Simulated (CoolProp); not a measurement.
Values from CoolProp's reference Helmholtz-energy equation of state, Zhou 2012.

Q: Give the vapour pressure (bar), vapour density (kg/m³), liquid cp (kJ/(kg K)), vapour viscosity (µPa s) of saturated o-xylene at 168.45 °C.

A: 
```
T (°C)  p (bar)  vapour density (kg/m³)  liquid cp (kJ/(kg K))  vapour viscosity (µPa s)
------  -------  ----------------------  ---------------------  ------------------------
168.45     1.84                    5.73                   2.27                      9.55
```

Viscosity comes from a separate model (Cao 2016).
